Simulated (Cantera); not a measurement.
## Adiabatic ignition

An adiabatic, constant-volume homogeneous reactor starts with H₂ : O₂ : N₂ = 1 : 0.909 : 3.42 (molar parts), equivalence ratio 0.55, at 1375 K and 9.87 atm.

Detailed kinetics in Cantera: GRI-Mech 3.0 (53 species, 325 reactions). The hydrogen kinetics of GRI-Mech 3.0 are dated; newer H2 mechanisms differ, most at raised pressure.

```
t (s)     T (K)  P (bar)     x H₂    x O₂    x OH    x HO₂      x NO   x H₂O₂
--------  -----  -------  -------  ------  ------  -------  --------  -------
4.00e-6    2783     18.6  0.00535  0.0788  0.0210  4.26e-5  0.000153  2.62e-6
1.21e-5    2826     18.8  0.00380  0.0791  0.0185  4.19e-5  0.000840  3.06e-6
3.68e-5    2822     18.8  0.00378  0.0782  0.0183  4.12e-5   0.00279  3.03e-6
0.000112   2813     18.7  0.00372  0.0759  0.0179  3.96e-5   0.00765  2.94e-6
0.000339   2799     18.6  0.00362  0.0723  0.0171  3.71e-5    0.0155  2.80e-6
0.00103    2791     18.5  0.00357  0.0704  0.0167  3.58e-5    0.0196  2.72e-6
0.00312    2791     18.5  0.00357  0.0703  0.0166  3.57e-5    0.0198  2.72e-6
0.00945    2791     18.5  0.00357  0.0703  0.0166  3.57e-5    0.0198  2.72e-6
0.0287     2791     18.5  0.00357  0.0703  0.0166  3.57e-5    0.0198  2.72e-6
0.0869     2791     18.5  0.00357  0.0703  0.0166  3.57e-5    0.0198  2.72e-6
0.264      2791     18.5  0.00357  0.0703  0.0166  3.57e-5    0.0198  2.72e-6
0.800      2791     18.5  0.00357  0.0703  0.0166  3.57e-5    0.0198  2.72e-6
```
x: mole fraction; the columns are a selection and need not sum to one.

The time of steepest temperature rise is 2.80 µs. The temperature at 0.800 s comes out as 2791 K and the equilibrium temperature is 2791 K. The x(H₂) at 0.800 s is 0.00357 (gas-phase equilibrium 0.00357). The x(O₂) at 0.800 s is 0.0703 (gas-phase equilibrium 0.0703) and the x(OH) at 0.800 s is 0.0166 (gas-phase equilibrium 0.0166).
